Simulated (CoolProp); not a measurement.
Vapour-liquid equilibrium of diethyl ether (1) + ethanol (2) at 119.05 °C; x and y are mole fractions of (1).

The numbers come from the multi-fluid Helmholtz-energy mixture model, Thol 2014 and Schroeder 2014; pair parameters Bell 2016 in CoolProp.

| x | bubble pressure (MPa) | y at the bubble point | dew pressure at overall composition x (MPa) | liquid density (mol/L) |
|---|---|---|---|---|
| 0.05 | 0.4779 | 0.163 | 0.4327 | 14.45 |
| 0.2 | 0.6350 | 0.440 | 0.4950 | 12.91 |
| 0.35 | 0.7490 | 0.585 | 0.5754 | 11.60 |
| 0.5 | 0.8320 | 0.681 | 0.6795 | 10.47 |
| 0.65 | 0.8956 | 0.763 | 0.8054 | 9.506 |
| 0.8 | 0.9461 | 0.850 | 0.9196 | 8.690 |
| 0.95 | 0.9817 | 0.957 | 0.9803 | 8.005 |

No azeotrope shows between x = 0.05 and 0.95.

The pair parameters rest on a limited set of measurements; away from them the model extrapolates.
